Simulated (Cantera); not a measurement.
TiCl4 + O2 + H2 (titanium nitride, carbide and oxide coatings)

Feed: 1 mol TiCl4, a varied amount of O2, 120 mol H2, at 925 °C and 750 Torr.

Method: chemical equilibrium by Gibbs-energy minimisation in Cantera with the NASA 1993 tables (ideal gas, pure condensed phases). Candidate condensed phases: H2O, Ti, TiCl2, TiCl3, TiCl4, TiO, TiO2, Ti2O3, Ti3O5, Ti4O7; 23 gas species. Condensed phases not in the tables: TiOCl. Gases not in the tables: TiO(OH)2. Kinetics and transport are ignored.

```tsv
n(O2) (mol)	x H2	x H2O	x HCl	x TiCl4	x TiCl3	n Ti2O3(s)	n TiO2(rutile)
0.73	0.968	2.21e-5	0.0320	0.000131	0.000102	0.486	0
1.1	0.966	0.00164	0.0328	8.56e-8	6.50e-8	0	1.000
1.6	0.957	0.00984	0.0328	2.38e-9	1.80e-9	0	1.000
2.4	0.944	0.0230	0.0328	4.37e-10	3.28e-10	0	1.00
3.5	0.926	0.0410	0.0328	1.37e-10	1.02e-10	0	1.00
5.1	0.900	0.0672	0.0328	5.10e-11	3.73e-11	0	1.00
7.6	0.859	0.108	0.0328	1.97e-11	1.41e-11	0	1.00
11	0.803	0.164	0.0328	8.56e-12	5.93e-12	0	1.00
17	0.705	0.262	0.0328	3.35e-12	2.17e-12	0	1.00
```
x: gas mole fraction; n: condensed amount in mol.

At 0.73 mol O2 the condensed part is Ti2O3(s). From 1.1 mol O2 to 17 mol O2 the condensed part is TiO2(rutile).
